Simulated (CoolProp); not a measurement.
Acetone along the isotherm 550 K: fugacity coefficient from the reference equation and from simpler models built on Tc = 508.1 K, pc = 4.692 MPa, ω = 0.307; each cubic takes its own stable root.

Computed with CoolProp (reference Helmholtz-energy equation of state, Lemmon 2006). It is a short technical equation, of lower accuracy than the large ones.

```tsv
p (MPa)	phase	reference
3.35	gas	0.8007
6.7	supercritical	0.6242
10.1	supercritical	0.4795
13.4	supercritical	0.3992
16.8	supercritical	0.3494
20.1	supercritical	0.3180
23.5	supercritical	0.2959
26.8	supercritical	0.2808
30.2	supercritical	0.2698
33.5	supercritical	0.2623
36.9	supercritical	0.2570
40.2	supercritical	0.2537
43.6	supercritical	0.2518
46.9	supercritical	0.2512
```

Task: How far does each simpler model (van der Waals, Redlich-Kwong, Soave-Redlich-Kwong) lie from the reference over these 14 states: mean and median of the absolute difference, and the worst?

Result: 
- van der Waals: mean 32.5 %, median 30.8 %, worst +71.0 % at 550 K and 46.9 MPa
- Redlich-Kwong: mean 15.7 %, median 16.2 %, worst +29.7 % at 550 K and 46.9 MPa
- Soave-Redlich-Kwong: mean 23.8 %, median 25.2 %, worst +40.9 % at 550 K and 46.9 MPa
